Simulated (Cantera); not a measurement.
A closed system holds: 1 mol CH₃SiCl₃, 0.036 mol C₃H₈, 350 mol H₂, 0.014 mol C₂H₄, equilibrated at 1.33 mbar.

Method: chemical equilibrium by Gibbs-energy minimisation in Cantera with the NASA 1993 tables (ideal gas, pure condensed phases). Candidate condensed phases: C, C₆H₆, C₇H₈, C₈H₁₈, Si, SiC; 109 gas species. The feed counts by its element totals alone. Equilibrium is a limit: real reactors are often held back by kinetics, nucleation or transport.

Problem. What share of the Si ends up in condensed phases as a function of T (K), at 1023, 1123, 1223, 1323, 1423, 1523, 1623, 1723, 1823, 1923, 2023?

Solution. 
```json
[
 {"T (K)": "1023", "Si condensed (%)": "100.0", "as": "SiC(s)"},
 {"T (K)": "1123", "Si condensed (%)": "100.0", "as": "SiC(s)"},
 {"T (K)": "1223", "Si condensed (%)": "100.0", "as": "SiC(s)"},
 {"T (K)": "1323", "Si condensed (%)": "100.0", "as": "SiC(s)"},
 {"T (K)": "1423", "Si condensed (%)": "100.0", "as": "SiC(s)"},
 {"T (K)": "1523", "Si condensed (%)": "99.9", "as": "SiC(s)"},
 {"T (K)": "1623", "Si condensed (%)": "99.8", "as": "SiC(s)"},
 {"T (K)": "1723", "Si condensed (%)": "99.4", "as": "SiC(s)"},
 {"T (K)": "1823", "Si condensed (%)": "96.3", "as": "SiC(s)"},
 {"T (K)": "1923", "Si condensed (%)": "79.0", "as": "SiC(s)"},
 {"T (K)": "2023", "Si condensed (%)": "0.0", "as": "-"}
]
```
